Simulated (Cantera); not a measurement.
Charge: 1 mol HCl, 0.45 mol H₂, held at 1398 K and 1.00 Torr.

Cantera equilibrium calculation (NASA polynomials, part measured and part estimated; ideal gas, pure solids and liquids). Kinetics and transport are ignored.

Base state: HCl 0.689, H₂ 0.310, Cl 0.000132, H 7.22e-5 (mole fractions); condensed: gas only.

What changes in the equilibrium state with this change: HCl replaced by HI?


```csv
species,before,after
H₂,0.310,0.471
I,0,0.465
HI,0,0.0634
HCl,0.689,0
I₂,0,0.000472
Cl,0.000132,0
H,7.22e-5,8.89e-5
```
Further candidate phases: I₂.
